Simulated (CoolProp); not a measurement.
Vapour-liquid equilibrium of n-hexane (1) + ethylbenzene (2) at 104.75 °C; x and y are mole fractions of (1).

Model: multi-fluid Helmholtz-energy mixture model, Thol 2019 and Zhou 2012; pair parameters Bell 2016, in CoolProp.

Question: Give the bubble pressure and the first vapour's composition at x = 0.45, 0.65, 0.85. Is there an azeotrope?

Answer: x = 0.45: 157.9 kPa, y = 0.840; x = 0.65: 200.6 kPa, y = 0.911; x = 0.85: 243.4 kPa, y = 0.964. No azeotrope shows between x = 0.05 and 0.95.

Pair parameters are fitted to limited data, so mixtures are less certain than the pure fluids.
